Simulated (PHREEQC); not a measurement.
Consider water at 37 °C with 0.0062 mol/kgw HCl, 0.048 mol/kgw FeSO4 and 0.0016 mol/kgw MnSO4. Closed to the air; pH follows from the charge balance.

Equilibrium calculation in PHREEQC: ion-association model, phreeqc.dat.

Task: The ionic strength comes out as 0.114 mol/kgw. What activity coefficients do FeCl+, Cl-, Mn+2, Fe+2, MnCl+ get?

Result: FeCl+ 0.77, Cl- 0.75, Mn+2 0.38, Fe+2 0.38, MnCl+ 0.77.

This is a speciation only: nothing precipitates in the calculation. Complexes and solids missing from the database can't appear. Constants without temperature data keep their 25 °C values here.
